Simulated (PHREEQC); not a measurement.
Consider water at 25 °C with 0.0018 mol Cu(NO3)2, 9.5e-05 mol HBF4 and 0.0052 mol FeCl3 per kg of water. Closed to the air; pH follows from the charge balance.

Model: ion-association model, phreeqc.dat, run in PHREEQC.

The ionic strength comes out as 0.0305 mol/kgw. What activity coefficients do Fe+3, NO3-, FeF2+, Cl-, Fe3(OH)4+5 get?

Fe+3 0.30, NO3- 0.84, FeF2+ 0.85, Cl- 0.85, Fe3(OH)4+5 0.017.

Precipitation was switched off in this run. Saturation is exceeded, for instance for Hematite (slow to form), Goethite (slow to form); the values hold only as long as no solid forms. Real BF4- forms and hydrolyses slowly; the run takes it at equilibrium. Fluoro complexes past AlF4- and FeF3 are missing from the database.
